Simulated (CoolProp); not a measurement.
Vapour-liquid equilibrium of n-hexane (1) + o-xylene (2) at 294.1 K; x and y are mole fractions of (1).

Model: multi-fluid Helmholtz-energy mixture model, Thol 2019 and Zhou 2012; pair parameters Bell 2016, in CoolProp.

```
x      bubble pressure, mixture model (MPa)  bubble pressure, Raoult's law (MPa)  y, mixture model  y, Raoult's law
-----  ------------------------------------  -----------------------------------  ----------------  ---------------
0.05                               0.001757                             0.001511             0.619            0.558
0.125                              0.003252                             0.002723             0.809            0.774
0.2                                0.004654                             0.003935             0.877            0.857
0.275                              0.005972                             0.005147             0.912            0.901
0.35                               0.007216                             0.006360             0.934            0.928
0.425                              0.008398                             0.007572             0.949            0.947
0.5                                0.009531                             0.008784             0.960            0.960
0.575                               0.01063                             0.009996             0.968            0.970
0.65                                0.01170                              0.01121             0.976            0.978
0.725                               0.01277                              0.01242             0.982            0.984
0.8                                 0.01384                              0.01363             0.987            0.990
0.875                               0.01494                              0.01484             0.992            0.994
0.95                                0.01608                              0.01606             0.997            0.998
```

The largest gap from Raoult's law is +19.4 % in bubble pressure, at x = 0.125. No azeotrope shows between x = 0.05 and 0.95.

Pair parameters are fitted to limited data, so mixtures are less certain than the pure fluids.
